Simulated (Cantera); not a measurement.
Cantera run, input and output.

```python
import numpy as np
import cantera as ct

gas = ct.Solution("gri30.yaml")
gas.TPX = 1175, 100000, {'CO': 1, 'H2': 0.52, 'CH4': 0.093, 'O2': 0.946, 'N2': 4.54}
reactor = ct.IdealGasConstPressureReactor(gas, energy="on", clone=False)
net = ct.ReactorNet([reactor])
net.rtol, net.atol = 1e-08, 1e-16
show = ['CO', 'H2', 'CH4', 'CH2', 'NO2', 'CH2O']
times = np.geomspace(3e-06, 0.1, 14)

steps = ct.SolutionArray(gas, extra=["t"])
rows = []
print(f"{'t/s':>10s}{'T/K':>9s}{'P/Pa':>11s}" + "".join(f"{s:>11s}" for s in show))
for t in times:
    while net.time < t:
        t_next = net.step()
        steps.append(gas.state, t=t_next)
    rows.append([np.interp(t, steps.t, y) for y in (steps.T, steps.P, *steps(*show).X.T)])
    print(f"{t:10.3e}{rows[-1][0]:9.1f}{rows[-1][1]:11.4g}" + "".join(f"{x:11.3e}" for x in rows[-1][2:]))
rate = np.gradient(steps.T, steps.t)
print("integrator steps:", len(steps.t))
if steps.T.max() > steps.T[0] + 200:
    print(f"time of steepest temperature rise: {steps.t[rate.argmax()]:.4e} s")
gas.TPX = 1175, 100000, {'CO': 1, 'H2': 0.52, 'CH4': 0.093, 'O2': 0.946, 'N2': 4.54}
gas.equilibrate("HP")
print(f"equilibrium (HP): T = {gas.T:.1f} K  " + "  ".join(f"{s} {gas[s].X[0]:.3e}" for s in show))
```

Result:

```
       t/s      T/K       P/Pa         CO         H2        CH4        CH2        NO2       CH2O
 3.000e-06   1175.0      1e+05  1.409e-01  7.325e-02  1.310e-02  4.405e-18  7.349e-28  5.204e-13
 6.684e-06   1175.0      1e+05  1.409e-01  7.325e-02  1.310e-02  6.657e-17  2.196e-26  5.459e-12
 1.489e-05   1175.0      1e+05  1.409e-01  7.325e-02  1.310e-02  1.792e-15  1.267e-24  7.151e-11
 3.318e-05   1175.0      1e+05  1.409e-01  7.325e-02  1.310e-02  2.827e-13  1.009e-21  1.800e-09
 7.392e-05   1175.4      1e+05  1.408e-01  7.311e-02  1.304e-02  6.516e-09  2.385e-15  3.629e-06
 1.647e-04   1885.5      1e+05  8.156e-02  1.385e-02  6.397e-15  4.147e-15  3.129e-09  4.369e-10
 3.669e-04   2328.8      1e+05  6.463e-02  9.591e-03  1.515e-16  1.154e-15  2.469e-08  1.700e-10
 8.176e-04   2520.8      1e+05  5.177e-02  6.690e-03  1.363e-16  1.336e-15  1.299e-07  1.193e-10
 1.822e-03   2580.1      1e+05  4.672e-02  5.785e-03  1.732e-16  1.402e-15  3.985e-07  1.072e-10
 4.058e-03   2580.4      1e+05  4.650e-02  5.760e-03  1.808e-16  1.397e-15  8.636e-07  1.073e-10
 9.042e-03   2576.3      1e+05  4.662e-02  5.796e-03  1.873e-16  1.380e-15  1.453e-06  1.082e-10
 2.015e-02   2573.7      1e+05  4.670e-02  5.819e-03  1.916e-16  1.369e-15  1.805e-06  1.089e-10
 4.488e-02   2573.4      1e+05  4.671e-02  5.823e-03  1.922e-16  1.367e-15  1.854e-06  1.090e-10
 1.000e-01   2573.3      1e+05  4.671e-02  5.823e-03  1.922e-16  1.367e-15  1.855e-06  1.090e-10
integrator steps: 1615
time of steepest temperature rise: 1.2884e-04 s
equilibrium (HP): T = 2573.3 K  CO 4.671e-02  H2 5.823e-03  CH4 2.586e-16  CH2 1.552e-15  NO2 1.855e-06  CH2O 1.090e-10
```

Computed with Cantera and GRI-Mech 3.0 (53 species, 325 reactions).
